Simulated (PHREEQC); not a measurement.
A PHREEQC input (ion-association model, phreeqc.dat):

```
SOLUTION 1
  temp 20
  units mg/kgw
  pH 12.5
  pe 8.6
  Na 0.134
  K 0.038
  Ca 0.414
  Mg 0.00565
  Cl 0.272
  S(6) 0.584 as SO4
  Alkalinity 0.573 as HCO3
  Cu(2) 0.0217
  Pb 0.0313
  Si 0.00207 as SiO2
END
USE solution 1
EQUILIBRIUM_PHASES 1
  Gypsum 0 0
  Quartz 0 0.5
  CO2(g) -2 10
END
```

It stops with these messages:

```
WARNING: Maximum iterations exceeded, 100
WARNING: Maximum iterations exceeded, 100
WARNING: The program has failed to converge to a numerical solution.
ERROR:           Alkalinity has not converged. Total: 9.390502e-06	Calculated: 2.433608e-02	Residual: -2.432669e-02
ERROR: Is non-carbonate alkalinity greater than total alkalinity?
ERROR:                   Ca has not converged. Total: 1.032934e-05	Calculated: 8.860746e-06	Residual: 1.468596e-06
ERROR:                   Cl has not converged. Total: 7.672129e-06	Calculated: 8.614095e-06	Residual: -9.419660e-07
ERROR:                Cu(2) has not converged. Total: 3.414849e-07	Calculated: 3.298517e-07	Residual: 1.163320e-08
ERROR:                    K has not converged. Total: 9.718173e-07	Calculated: 1.091765e-06	Residual: -1.199474e-07
ERROR:                   Mg has not converged. Total: 2.323955e-07	Calculated: 2.173240e-07	Residual: 1.507153e-08
ERROR:                   Na has not converged. Total: 5.828672e-06	Calculated: 6.521584e-06	Residual: -6.929120e-07
ERROR:                   Pb has not converged. Total: 1.510691e-07	Calculated: 1.757199e-07	Residual: -2.465084e-08
ERROR:                 S(6) has not converged. Total: 6.079280e-06	Calculated: 4.986464e-06	Residual: 1.092816e-06
ERROR:                   Si has not converged. Total: 3.445160e-08	Calculated: 3.185854e-08	Residual: 2.593058e-09
ERROR:                   Mu Ionic strength has not converged. 	Residual: 6.683003e-04
ERROR:               A(H2O) Activity of water has not converged. 	Residual: 4.211953e-04
ERROR: Model failed to converge for initial solution  1.
```

Task: Why does the run stop?

Result: The fault: pH typed as 12.5 with the alkalinity kept. The line should read `pH 5.71` where the input has `pH 12.5`. With the mend the run ends at pH 5.05 and ionic strength 5.51e-5 mol/kgw.
